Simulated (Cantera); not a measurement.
Charge: 1 mol CS₂, 0.13 mol O₂, 2.5 mol H₂, held at 2525 °C and 1 atm.

Method: chemical equilibrium by Gibbs-energy minimisation in Cantera with the NASA 1993 tables (ideal gas, pure condensed phases). Candidate condensed phases: C, C₆H₆, C₇H₈, C₈H₁₈, H₂O, H₂SO₄, S; 123 gas species. Equilibrium is a limit: real reactors are often held back by kinetics, nucleation or transport.

Base state: H₂ 0.520, CS 0.139, S₂ 0.0784, CO 0.0616, H 0.0582, SH 0.0509, S 0.0374, CS₂ 0.0362 (mole fractions); condensed: gas only.

Q: What changes in the equilibrium state with this change: temperature from 2525 °C to 3052 °C?

A: 
```csv
species,before,after
H₂,0.520,0.358
H,0.0582,0.231
CS,0.139,0.143
S,0.0374,0.117
CS₂,0.0362,0.00609
H₂S,0.0184,0.00481
S₂,0.0784,0.0388
CO,0.0616,0.0523
SH,0.0509,0.0487
C,8.61e-7,4.12e-5
C₂H,4.44e-6,2.26e-5
```

Q: What changes in the equilibrium state with this change: temperature from 2525 °C to 727 °C?

A: 
```
species             before     after
----------------  --------  --------
H₂S                 0.0184     0.707
H₂                   0.520     0.191
CO                  0.0616    0.0741
CS                   0.139   7.97e-9
H                   0.0582     <1e-9
S                   0.0374     <1e-9
SH                  0.0509   9.70e-6
S₂                  0.0784  0.000734
CS₂                 0.0362   0.00569
C₂H₂ (acetylene)  0.000315     <1e-9
CO₂                5.16e-8   0.00316
C(graphite), mol         0     0.739
```
Gases not in the tables: S₃ to S₇.

Q: What changes in the equilibrium state with this change: temperature from 2525 °C to 2277 °C?

A: 
```tsv
species	before	after
H₂	0.520	0.564
CS	0.139	0.111
S₂	0.0784	0.0797
CS₂	0.0362	0.0725
H	0.0582	0.0233
S	0.0374	0.0151
H₂S	0.0184	0.0293
SH	0.0509	0.0394
CO	0.0616	0.0648
CH₄	3.64e-6	1.12e-5
C₂H₂ (acetylene)	0.000315	0.000475
COS	8.98e-5	0.000134
```
